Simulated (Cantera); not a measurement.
Mixture: 4.42 % C3H8, 20.1 % O2, 75.5 % N2, equivalence ratio 1.1, at 0.430 bar, adiabatic and at constant volume. Ignition delay is the time to a rise of 400 K.

Detailed kinetics in Cantera: GRI-Mech 3.0 (53 species, 325 reactions). GRI-Mech 3.0 was tuned for natural gas; its chemistry of propane as a main component is partial and can be far from experiment.

Predict: delay at 1098 K; delay at 1298 K; delay at 1498 K; delay at 1698 K; delay at 1898 K; apparent activation energy between 1698 and 1898 K.


| Property | Value |
|---|---|
| delay at 1098 K | 84.2 ms |
| delay at 1298 K | 1.41 ms |
| delay at 1498 K | 0.125 ms |
| delay at 1698 K | 33.5 µs |
| delay at 1898 K | 15.4 µs |
| apparent activation energy between 1698 and 1898 K | 100 kJ/mol |
